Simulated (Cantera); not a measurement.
Fe(CO)₅ + H₂ (iron carbonyl, mercury and lead vapours)

Feed: 1 mol Fe(CO)₅, 81 mol H₂, equilibrated at 1225 K.

Cantera equilibrium calculation (NASA polynomials, part measured and part estimated; ideal gas, pure solids and liquids). Candidate condensed phases: C, C₆H₆, C₇H₈, C₈H₁₈, Fe, Fe(CO)₅, FeO, Fe(OH)₂, Fe(OH)₃, Fe₂O₃, Fe₃O₄, H₂O; 114 gas species. Kinetics and transport are ignored.

From 10.0 Pa to 10.0 bar the condensed part is Fe(γ).

```csv
P (Pa),log p H₂,log p CO,log p CH₄,log p H₂O,log p CO₂,log p H,log p Fe,log p C₂H₆,n Fe(γ)
10,-4.03,-5.24,-10.46,-10.44,-11.82,-8.52,-9.95,<-16,1.000
52,-3.31,-4.52,-9.01,-9.02,-10.40,-8.16,-9.95,<-15,1.000
270,-2.59,-3.80,-7.58,-7.60,-8.97,-7.80,-9.95,<-14,1.000
1400,-1.88,-3.09,-6.15,-6.17,-7.54,-7.45,-9.95,-13.47,1.000
7200,-1.17,-2.38,-4.73,-4.75,-6.12,-7.09,-9.95,-11.34,1.00
37000,-0.46,-1.68,-3.31,-3.33,-4.71,-6.74,-9.95,-9.21,1.00
190000,0.25,-1.00,-1.91,-1.93,-3.35,-6.38,-9.95,-7.12,1.00
1000000,0.96,-0.47,-0.58,-0.59,-2.18,-6.03,-9.95,-5.17,1.00
```
log p: log10 of the partial pressure in bar; n: condensed amount in mol.
